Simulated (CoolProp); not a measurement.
Values from CoolProp's reference Helmholtz-energy equation of state, Thol 2018.

Q: Give the vapour pressure (MPa), liquid density (kg/m³), vapour density (kg/m³), enthalpy of vaporisation (kJ/kg) of saturated hydrogen chloride at 195.5 K.

A: 
```tsv
T (K)	p (MPa)	liquid density (kg/m³)	vapour density (kg/m³)	enthalpy of vaporisation (kJ/kg)
195.5	0.151	1170	3.52	436
```
